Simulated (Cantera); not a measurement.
An adiabatic, constant-pressure homogeneous reactor starts with CO : H2 : O2 : N2 : H2O = 1 : 0.13 : 0.869 : 3.27 : 0.53 (molar parts), equivalence ratio 0.65, at 1198 K and 101000 Pa. Integrator tolerance rtol = 1e-08.

Computed with Cantera and GRI-Mech 3.0 (53 species, 325 reactions).

Q: What does this change do: pressure from 101000 Pa to 23000 Pa?

A: 
```
quantity                                                            before                                    after
---------------------------------  ---------------------------------------  ---------------------------------------
time of steepest temperature rise                                 0.151 ms                                 0.566 ms
temperature at 3.00 s                                               2424 K                                   2361 K
equilibrium temperature                                             2424 K                                   2361 K
x(CO) at 3.00 s                      0.0172 (gas-phase equilibrium 0.0172)    0.0234 (gas-phase equilibrium 0.0234)
x(H2) at 3.00 s                    0.00197 (gas-phase equilibrium 0.00197)  0.00283 (gas-phase equilibrium 0.00283)
x(O2) at 3.00 s                      0.0589 (gas-phase equilibrium 0.0589)    0.0618 (gas-phase equilibrium 0.0618)
x(HO2) at 3.00 s                   4.90e-6 (gas-phase equilibrium 4.90e-6)  2.89e-6 (gas-phase equilibrium 2.89e-6)
x(NO) at 3.00 s                    0.00939 (gas-phase equilibrium 0.00939)  0.00850 (gas-phase equilibrium 0.00850)
```

Q: What does this change do: initial temperature 1198 to 1025 K?

A: 
```json
[
 {"quantity": "time of steepest temperature rise", "before": "0.151 ms", "after": "1.36 ms"},
 {"quantity": "temperature at 3.00 s", "before": "2424 K", "after": "2338 K"},
 {"quantity": "equilibrium temperature", "before": "2424 K", "after": "2338 K"},
 {"quantity": "x(CO) at 3.00 s", "before": "0.0172 (gas-phase equilibrium 0.0172)", "after": "0.0109 (gas-phase equilibrium 0.0109)"},
 {"quantity": "x(H2) at 3.00 s", "before": "0.00197 (gas-phase equilibrium 0.00197)", "after": "0.00129 (gas-phase equilibrium 0.00129)"},
 {"quantity": "x(O2) at 3.00 s", "before": "0.0589 (gas-phase equilibrium 0.0589)", "after": "0.0574 (gas-phase equilibrium 0.0574)"},
 {"quantity": "x(HO2) at 3.00 s", "before": "4.90e-6 (gas-phase equilibrium 4.90e-6)", "after": "3.79e-6 (gas-phase equilibrium 3.79e-6)"},
 {"quantity": "x(NO) at 3.00 s", "before": "0.00939 (gas-phase equilibrium 0.00939)", "after": "0.00786 (gas-phase equilibrium 0.00786)"}
]
```
